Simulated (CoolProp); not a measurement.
Values from CoolProp's reference Helmholtz-energy equation of state, Guder 2009.

Task: For sulfur hexafluoride, give the phase and the Joule-Thomson coefficient (K/MPa), viscosity (µPa s), Prandtl number at 257.4 K and 0.101 MPa; 301.9 K and 0.101 MPa; 311.7 K and 0.101 MPa.

Result: 
- 257.4 K and 0.101 MPa: gas; Joule-Thomson coefficient 14.5, viscosity 13.3, Prandtl number 0.802
- 301.9 K and 0.101 MPa: gas; Joule-Thomson coefficient 9.01, viscosity 15.4, Prandtl number 0.783
- 311.7 K and 0.101 MPa: gas; Joule-Thomson coefficient 8.24, viscosity 15.8, Prandtl number 0.780

Viscosity comes from a separate model (Quiñones-Cisneros 2012). Thermal conductivity comes from a separate model (Assael 2012).
